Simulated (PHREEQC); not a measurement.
Consider water at 20 °C with 5.3 mmol/kgw (CH3)4NCl, 7.9 mmol/kgw NaHCO3 and 0.47 mmol/kgw H4SiO4. Closed to the air; pH follows from the charge balance.

Equilibrium calculation in PHREEQC: ion-association model, phreeqc.dat.

This is a speciation only: nothing precipitates in the calculation.

**Question.** Predict the pH, ionic strength.

**Answer.** pH 8.24; ionic strength 0.0132 mol/kgw.

**Question.** In which forms is Si present?

**Answer.** H4SiO4 98 %, H3SiO4- 2.3 % of the Si.

Saturation is exceeded, for instance for Quartz (slow to form), Chalcedony (slow to form); the values hold only as long as no solid forms. Species that the database lacks are ignored. (CH3)4N+ isn't in the database: it is added as a free cation with an ion size of 4 Å.
